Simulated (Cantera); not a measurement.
Charge: 1 mol SiCl4, 78 mol N2, at 1225 K and 750 Torr.

These are equilibrium values from Cantera (NASA tables, ideal gas, pure condensed phases), not measurements of a reactor. Candidate condensed phases: Si, Si3N4; 13 gas species. The numbers say what is thermodynamically allowed, not how fast it happens.

Question: What is the equilibrium state?

Answer: 
- x(N2) = 0.987
- x(SiCl4) = 0.0127
- x(SiCl3) = 4.84e-6
- x(Cl) = 4.01e-6
- gas amount = 79.00 mol
- log10 activity of Si(s) (absent) = -10.57
